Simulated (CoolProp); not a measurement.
Vapour-liquid equilibrium of propylene (1) + R22 (2) at 13.05 °C; x and y are mole fractions of (1).

The numbers come from the multi-fluid Helmholtz-energy mixture model, Lemmon 2013 and Kamei 1995; pair parameters Bell 2016 in CoolProp.

Q: Give the bubble pressure and the first vapour's composition at x = 0.05, 0.35, 0.65. Is there an azeotrope?

A: x = 0.05: 0.7643 MPa, y = 0.069; x = 0.35: 0.8407 MPa, y = 0.392; x = 0.65: 0.8694 MPa, y = 0.656. y crosses x between x = 0.65 and 0.8: the model has an azeotrope there.

Pair parameters are fitted to limited data, so mixtures are less certain than the pure fluids.
